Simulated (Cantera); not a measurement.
Charge: 1 mol H2O, 0.0079 mol SO2, at 68000 Pa.

These are equilibrium values from Cantera (NASA tables, ideal gas, pure condensed phases), not measurements of a reactor. Candidate condensed phases: H2O, H2SO4, S; 34 gas species. Ions and electrons are included (thermal ionisation). Kinetics and transport are ignored. All values below are at 3000 K.

Base state: H2O 0.596, H2 0.144, OH 0.0999, H 0.0726, O2 0.0506, O 0.0309, SO2 0.00476, SO 0.00160 (mole fractions); condensed: gas only.

Q: What changes in the equilibrium state with this change: pressure from 68000 Pa to 10000 Pa?

A: 
| species | before | after |
|---|---|---|
| H2O | 0.596 | 0.322 |
| H | 0.0726 | 0.211 |
| H2 | 0.144 | 0.178 |
| O | 0.0309 | 0.0917 |
| O2 | 0.0506 | 0.0657 |
| OH | 0.0999 | 0.127 |
| S | 0.000113 | 0.000342 |
| HO2 | 3.24e-5 | 1.79e-5 |
| SO2 | 0.00476 | 0.00276 |
| SO | 0.00160 | 0.00212 |
| SH | 4.33e-5 | 5.61e-5 |
